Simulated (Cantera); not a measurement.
A freely propagating, adiabatic, planar premixed flame of 3.31 % C3H8, 16.7 % O2, 80.0 % N2, equivalence ratio 0.99, unburnt at 650 K and 7.99 atm; mixture-averaged transport, grid criteria slope 0.08 and curve 0.16, no radiation.

Model: GRI-Mech 3.0 (53 species, 325 reactions), integrated in Cantera. GRI-Mech 3.0 was tuned for natural gas; its chemistry of propane as a main component is partial and can be far from experiment. Burning velocities carry a grid error of a few per cent, more on coarse grids.

Task: Predict: laminar burning velocity; thermal thickness; peak x(C2H6); peak x(OH); peak x(CH2); peak x(C2H4).

Result: 
| Quantity | Value |
|---|---|
| laminar burning velocity | 69.5 cm/s |
| thermal thickness | 0.0654 mm |
| peak x(C2H6) | 0.000806 |
| peak x(OH) | 0.00513 |
| peak x(CH2) | 3.11e-5 |
| peak x(C2H4) | 0.00767 |
